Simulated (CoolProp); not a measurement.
Hydrogen chloride along the isobar 107 bar: density (kg/m³) from the reference equation and from simpler models built on Tc = 51.5 °C, pc = 83.14 bar, ω = 0.130; each cubic takes its own stable root.

Model: reference Helmholtz-energy equation of state, Thol 2018, in CoolProp.

```
T (°C)          phase  reference
------  -------------  ---------
-6.75          liquid      987.0
14.45          liquid      910.3
35.75          liquid      810.1
56.95   supercritical      630.8
78.15   supercritical      259.0
99.45   supercritical      192.9
120.65  supercritical      163.3
141.95  supercritical      144.5
163.15  supercritical      131.0
184.45  supercritical      120.5
205.65  supercritical      112.1
226.85  supercritical      105.0
248.15  supercritical      98.95
269.35  supercritical      93.70
290.65  supercritical      89.05
311.85  supercritical      84.94
```

Q: How far does each simpler model (van der Waals, Peng-Robinson) lie from the reference over these 16 states: mean and median of the absolute difference, and the worst?

A: 
- van der Waals: mean 11.1 %, median 2.6 %, worst -38.7 % at -6.75 °C and 107 bar
- Peng-Robinson: mean 2.3 %, median 0.6 %, worst -15.2 % at 56.95 °C and 107 bar
